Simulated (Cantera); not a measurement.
What does this Cantera script print?

```python
import numpy as np
import cantera as ct

gas_names = """
    Br Br2 H HBr HO2 H2 H2O H2O2 O OH O2 O3
""".split()
cond_names = """
    Br2(cr) Br2(L) H2O(s) H2O(L)
""".split()


# ... load() reads the species with a 1 bar reference pressure and builds the phases ...
atoms = {
    'HBr': {'H': 1, 'Br': 1},
    'O2': {'O': 2},
    'H2': {'H': 2},
}
top_T = {}  # K; cautious upper limits of use, not melting points


# ... equilibrate(T, P, feed) seeds the gas with the atoms and calls Mixture.equilibrate('TP', solver="vcs", rtol=1e-11, max_steps=5000) ...
results = []
feed = {'HBr': 1, 'O2': 0.51, 'H2': 0.47}  # mol
P = 31  # Pa
for T in [1225, 1375, 1525, 1675, 1825, 1975, 2125, 2275]:
    mix = equilibrate(T, P, feed)
    results.append((T, P, feed, dict(zip(mix.species_names, mix.species_moles))))

top = {s: max(r[3][s] / sum(r[3][g] for g in gas_names) for r in results) for s in gas_names}
cols = sorted((s for s in top if top[s] > 0.0001), key=lambda s: -top[s])[:5]
seen = [c for c in cond_names if any(r[3].get(c, 0) > 1e-12 for r in results)]
print("log10 of partial pressures in bar; condensed amounts in mol")
print(f"{'T/K':>10s}" + "".join(f"{s[:9]:>10s}" for s in cols + seen))
for T, P, feed, n in results:
    ng = sum(n[g] for g in gas_names)
    print(f"{T:10.4g}" + "".join(f"{np.log10(max(n[s] / ng * P / 1e5, 1e-99)):10.3f}" for s in cols)
          + "".join(f"{n.get(c, 0):10.4g}" for c in seen))
```

Result:

```
log10 of partial pressures in bar; condensed amounts in mol
       T/K       H2O        Br         H       HBr        H2
      1225    -3.849    -3.923   -11.037    -4.502    -9.062
      1375    -3.850    -3.882    -9.403    -4.581    -7.876
      1525    -3.847    -3.867    -8.083    -4.660    -6.914
      1675    -3.847    -3.858    -7.000    -4.731    -6.129
      1825    -3.858    -3.853    -6.105    -4.808    -5.498
      1975    -3.896    -3.855    -5.377    -4.913    -5.027
      2125    -3.993    -3.872    -4.797    -5.065    -4.714
      2275    -4.206    -3.917    -4.352    -5.288    -4.562
```

Method: chemical equilibrium by Gibbs-energy minimisation in Cantera with the NASA 1993 tables (ideal gas, pure condensed phases).
